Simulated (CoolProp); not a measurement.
Properties of dodecamethylcyclohexasiloxane (D6) along the isobar 5230 kPa (Tc = 372.6 °C, pc = 961.4 kPa, ω = 0.736).

Computed with CoolProp (reference Helmholtz-energy equation of state, Colonna 2008). It is a short technical equation, of lower accuracy than the large ones.

| T (°C) | phase | cv (kJ/(kg K)) | speed of sound (m/s) | Joule-Thomson coefficient (K/MPa) | isothermal compressibility (1/MPa) | expansivity (1/kK) | fugacity coefficient |
|---|---|---|---|---|---|---|---|
| 223.35 | liquid | 1.788 | 424.2 | -0.1976 | 0.007848 | 1.414 | 0.02293 |
| 235.65 | liquid | [?] | 408.8 | -0.1733 | 0.008599 | 1.455 | 0.03011 |
| 248.05 | liquid | 1.829 | 393.4 | -0.1466 | 0.009455 | 1.500 | 0.03887 |
| 260.35 | liquid | 1.849 | 378.2 | -0.1175 | 0.01042 | 1.549 | 0.04918 |
| 272.75 | liquid | 1.869 | [?] | -0.08527 | 0.01153 | 1.603 | 0.06132 |
| 285.05 | liquid | 1.888 | [?] | -0.04997 | 0.01280 | 1.662 | [?] |
| 297.45 | liquid | 1.908 | 333.3 | -0.01056 | 0.01426 | 1.726 | 0.09100 |
| 309.75 | liquid | 1.926 | 318.8 | 0.03276 | 0.01593 | 1.795 | 0.1086 |
| 322.15 | liquid | 1.945 | 304.4 | 0.08120 | 0.01787 | 1.870 | 0.1281 |
| 334.45 | liquid | 1.963 | 290.5 | 0.1344 | [?] | 1.951 | 0.1493 |
| 346.85 | liquid | 1.981 | 276.9 | [?] | 0.02268 | 2.036 | 0.1724 |

### Question
Complete the blanks.

### Answer

- 235.65, cv (kJ/(kg K)): 1.808
- 272.75, speed of sound (m/s): 363.0
- 285.05, speed of sound (m/s): 348.1
- 285.05, fugacity coefficient: 0.07517
- 334.45, isothermal compressibility (1/MPa): 0.02009
- 346.85, Joule-Thomson coefficient (K/MPa): 0.1935
